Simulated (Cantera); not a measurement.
An adiabatic, constant-pressure homogeneous reactor starts with 12.2 % H₂, 18.5 % O₂, 69.3 % N₂, at 1700 K and 190000 Pa.

Computed with Cantera and the H2/O2 subset of GRI-Mech 3.0, which has no nitrogen chemistry.

One state of this run: T (K) = 2465; x H₂ = 0.00125; x O₂ = 0.128; x HO₂ = 1.16e-5; x H₂O = 0.122; x O = 0.00317; x H₂O₂ = 3.93e-7; x OH = 0.0108. x: mole fraction; the columns are a selection and need not sum to one.

Task: Which value of t (s) does it belong to?
(A) 7.72e-5
(B) 0.000556
(C) 4.00e-6
(D) 2.88e-5

Result: B, 0.000556
